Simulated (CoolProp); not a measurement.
Fluorine at several states: fugacity coefficient from the reference equation and from simpler models built on Tc = 144.4 K, pc = 5240 kPa, ω = 0.045; each cubic takes its own stable root.

Computed with CoolProp (reference Helmholtz-energy equation of state, de Reuck 1990).

```
T (K)  p (kPa)   phase  reference
-----  -------  ------  ---------
135.8     24.5     gas     0.9982
210.2      191     gas     0.9965
281.4     5190     gas     0.9715
127.9     8440  liquid     0.2735
180.7     2420     gas     0.9267
```

**Question.** How far does each simpler model (van der Waals, Redlich-Kwong, Soave-Redlich-Kwong, Peng-Robinson) lie from the reference over these 5 states: mean and median of the absolute difference, and the worst?

**Answer.** 
- van der Waals: mean 6.6 %, median 0.4 %, worst +30.9 % at 127.9 K and 8440 kPa
- Redlich-Kwong: mean 0.8 %, median 0.5 %, worst +3.0 % at 127.9 K and 8440 kPa
- Soave-Redlich-Kwong: mean 0.6 %, median 0.3 %, worst +2.2 % at 127.9 K and 8440 kPa
- Peng-Robinson: mean 1.0 %, median 0.9 %, worst -2.4 % at 127.9 K and 8440 kPa
